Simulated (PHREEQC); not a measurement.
A column of 0.2 m (40 cells, dispersivity 0.007 m, 3600 s a shift, diffusion coefficient 3e-10 m²/s) holds 0.0039 eq of the database's cation exchanger X per kg of pore water, first in equilibrium with 15 mmol/kgw MnCl2, 12 mmol/kgw NH4Cl and 0.01 mmol/kgw HCl. It is flushed with 0.00057 mol/kgw PbCl2, 0.0011 mol/kgw KBr and 1e-05 mol/kgw HCl, at 25 °C. Values are for the last cell. CO2 from the air is kept out. Precipitation was switched off in this run.

Base run: PHREEQC, ion-association model, phreeqc.dat. Each further column changes one thing. The table gives Pb in solution (mol/kgw).

```tsv
pore volumes	base	exchange capacity from 0.0039 to 0.0019 eq/kgw	dispersivity from 0.007 to 0.014 m
0	0	0	0
0.8125	7.12e-6	2.94e-5	2.40e-5
1.812	1.47e-6	1.42e-5	9.62e-6
2.612	1.60e-6	0.000315	9.00e-6
3.413	5.91e-6	0.000560	3.89e-5
4.213	0.000329	0.000570	0.000304
5.213	0.000561	0.000570	0.000528
6.013	0.000569	0.000570	0.000561
```
